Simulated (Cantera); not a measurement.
**Si₂Cl₆ + N₂ + H₂ + NH₃ (silicon nitride deposition)**

Feed: 1 mol Si₂Cl₆, 1.7 mol N₂, 19 mol H₂, 42 mol NH₃, held at 1148.15 K and 7.50 Torr.

These are equilibrium values from Cantera (NASA tables, ideal gas, pure condensed phases), not measurements of a reactor. Candidate condensed phases: NH₄Cl, Si, Si₃N₄; 28 gas species. The feed counts by its element totals alone. Kinetics and transport are ignored.

```yaml
x(H₂): 0.743
x(N₂): 0.201
x(HCl): 0.0564
x(SiCl₄): 2.08e-6
x(SiCl₂): 1.79e-6
n(Si₃N₄(s)): 0.666 mol
gas_amount: 106.4 mol
log10 activity of Si(s) (absent): -3.72
```
